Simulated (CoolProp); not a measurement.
Vapour-liquid equilibrium of R125 (1) + R227EA (2) at 0.0974 MPa; x and y are mole fractions of (1).

Values from CoolProp's multi-fluid Helmholtz-energy mixture model, Lemmon 2005 and Lemmon 2016; pair parameters Bell 2016.

```csv
x,bubble temperature (°C),y at the bubble point,dew temperature at overall composition x (°C),liquid density (mol/L)
0.05,-20.2,0.160,-18.1,9.267
0.125,-24.2,0.350,-19.5,9.515
0.2,-27.7,0.494,-21.0,9.762
0.275,-30.8,0.604,-22.5,10.01
0.35,-33.6,0.690,-24.2,10.26
0.425,-36.1,0.757,-25.9,10.51
0.5,-38.3,0.811,-27.9,10.77
0.575,-40.3,0.855,-30.0,11.03
0.65,-42.1,0.891,-32.3,11.29
0.725,-43.8,0.922,-34.9,11.56
0.8,-45.3,0.947,-37.8,11.84
0.875,-46.7,0.969,-41.3,12.13
0.95,-48.1,0.988,-45.5,12.43
```

No azeotrope shows between x = 0.05 and 0.95.

The pair parameters rest on a limited set of measurements; away from them the model extrapolates.
